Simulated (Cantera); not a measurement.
# CuO + CO (carbothermic reduction)

Charge: 1 mol CuO, a varied amount of CO, held at 1148 K and 0.133 bar.

Method: chemical equilibrium by Gibbs-energy minimisation in Cantera with the NASA 1993 tables (ideal gas, pure condensed phases). Candidate condensed phases: C, Cu, CuO, Cu2O; 15 gas species. Mutual solubility and eutectic melting of coexisting phases are not modelled. Rates play no part.

At 0.77 mol CO the condensed part is Cu(s) + Cu2O(s). From 1.1 mol CO to 6.7 mol CO the condensed part is Cu(s). The main Cu-bearing gas is Cu throughout.

| n(CO) (mol) | x CO2 | x CO | x O2 | x Cu | n Cu(s) | n Cu2O(s) |
|---|---|---|---|---|---|---|
| 0.77 | 1.000 | 3.54e-5 | 1.41e-7 | 2.04e-8 | 0.540 | 0.230 |
| 1.1 | 0.909 | 0.0909 | <1e-12 | 2.04e-8 | 1.00 | 0 |
| 1.6 | 0.625 | 0.375 | <1e-12 | 2.04e-8 | 1.00 | 0 |
| 2.3 | 0.435 | 0.565 | <1e-12 | 2.04e-8 | 1.00 | 0 |
| 3.3 | 0.303 | 0.697 | <1e-12 | 2.04e-8 | 1.00 | 0 |
| 4.7 | 0.213 | 0.787 | <1e-12 | 2.04e-8 | 1.00 | 0 |
| 6.7 | 0.149 | 0.851 | <1e-12 | 2.04e-8 | 1.00 | 0 |
x: gas mole fraction; n: condensed amount in mol.
